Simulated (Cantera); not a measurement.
An adiabatic, constant-pressure homogeneous reactor starts with H2 : O2 : N2 = 1 : 0.568 : 2.67 (molar parts), at 1500 K and 100000 Pa. Integrator tolerance rtol = 1e-08.

Model: GRI-Mech 3.0 (53 species, 325 reactions), integrated in Cantera.

```
quantity                                                            before                                    after
---------------------------------  ---------------------------------------  ---------------------------------------
time of steepest temperature rise                                  15.1 µs                                  15.0 µs
temperature at 5.00 s                                               2735 K                                   2879 K
equilibrium temperature                                             2735 K                                   2879 K
x(H2) at 5.00 s                      0.0261 (gas-phase equilibrium 0.0261)    0.0319 (gas-phase equilibrium 0.0319)
x(O2) at 5.00 s                      0.0198 (gas-phase equilibrium 0.0198)    0.0202 (gas-phase equilibrium 0.0202)
x(N2O) at 5.00 s                   5.04e-7 (gas-phase equilibrium 5.04e-7)  8.23e-7 (gas-phase equilibrium 8.23e-7)
x(OH) at 5.00 s                      0.0231 (gas-phase equilibrium 0.0231)    0.0280 (gas-phase equilibrium 0.0280)
x(NO) at 5.00 s                    0.00966 (gas-phase equilibrium 0.00966)    0.0119 (gas-phase equilibrium 0.0119)
x(HO2) at 5.00 s                   6.26e-6 (gas-phase equilibrium 6.26e-6)  9.58e-6 (gas-phase equilibrium 9.58e-6)
x(H2O) at 5.00 s                       0.217 (gas-phase equilibrium 0.217)      0.204 (gas-phase equilibrium 0.204)
```

Task: What was changed between the two runs?
A) O2 0.568 to 0.8 parts
B) constant volume in place of constant pressure
C) initial temperature 1500 to 1100 K
D) initial temperature 1500 to 1775 K

Result: B, constant volume in place of constant pressure
